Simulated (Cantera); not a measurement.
Charge: 1 mol PbO, 0.054 mol O2, 25 mol N2, 0.18 mol CO, equilibrated at 750 Torr.

Method: chemical equilibrium by Gibbs-energy minimisation in Cantera with the NASA 1993 tables (ideal gas, pure condensed phases). Candidate condensed phases: C, Pb, PbO, PbO2, Pb3O4; 27 gas species. Each liquid is taken as pure. Mutual solubility and eutectic melting of coexisting phases are not modelled. Gases not in the tables: (PbO)n polymers. The numbers say what is thermodynamically allowed, not how fast it happens.

Which condensed phases are stable at each of these points (T (°C)): 450, 600, 750, 900, 1050, 1200, 1350?


| T (°C) | condensed phases | Pb condensed (%) |
|---|---|---|
| 450 | Pb(l) + PbO(red) | 100.0 |
| 600 | Pb(l) + PbO(yellow) | 100.0 |
| 750 | Pb(l) + PbO(yellow) | 99.9 |
| 900 | Pb(l) + PbO(l) | 98.8 |
| 1050 | PbO(l) | 91.1 |
| 1200 | PbO(l) | 76.6 |
| 1350 | gas only | 0.0 |

At 450 °C the condensed part is Pb(l) + PbO(red). From 600 °C to 750 °C the condensed part is Pb(l) + PbO(yellow). At 900 °C the condensed part is Pb(l) + PbO(l). From 1050 °C to 1200 °C the condensed part is PbO(l). At 1350 °C nothing is condensed.
